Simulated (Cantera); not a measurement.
Charge: 1 mol MgCO3, 1.4 mol H2S, 1.2 mol CO2, equilibrated at 1 atm.

Cantera equilibrium calculation (NASA polynomials, part measured and part estimated; ideal gas, pure solids and liquids). Candidate condensed phases: C, C6H6, C7H8, C8H18, H2O, H2SO4, Mg, MgCO3, MgO, Mg(OH)2, MgS, MgSO4, S; 130 gas species. Gases not in the tables: S3 to S7. Equilibrium is a limit: real reactors are often held back by kinetics, nucleation or transport.

At 1173 K, list the 4 most abundant gas species with their mole fractions, and the condensed phases.

CO2 0.432, H2S 0.199, H2O 0.136, CO 0.111. Condensed: MgO(s).
